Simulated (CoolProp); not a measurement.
Saturation properties of ethanol (Tc = 514.7 K, pc = 6.268 MPa, ω = 0.644).

The numbers come from the reference Helmholtz-energy equation of state, Schroeder 2014 in CoolProp.

```csv
T (K),p (MPa),liquid density (kg/m³),enthalpy of vaporisation (kJ/kg),liquid viscosity (µPa s),liquid conductivity (mW/(m K))
240.4,0.0001122,834.1,975.1,4070,178
245.2,0.0001740,830.0,971.0,3580,177
250.1,0.0002673,825.9,966.8,3150,175
255,0.0004031,821.7,962.5,2790,174
259.8,0.0005929,817.6,958.2,2480,172
264.7,0.0008651,813.5,953.8,2200,171
269.5,0.001234,809.4,949.4,1970,170
274.4,0.001748,805.3,944.8,1770,169
279.2,0.002427,801.2,940.1,1590,167
284.1,0.003348,797.1,935.3,1430,166
289,0.004562,792.9,930.3,1300,165
293.8,0.006109,788.8,925.3,1180,164
298.7,0.008140,784.6,920.1,1070,163
```

It boils at 351.6 K under 1 atm.

Viscosity comes from a separate model (Kiselev 2005). Thermal conductivity comes from a separate model (Assael 2013).
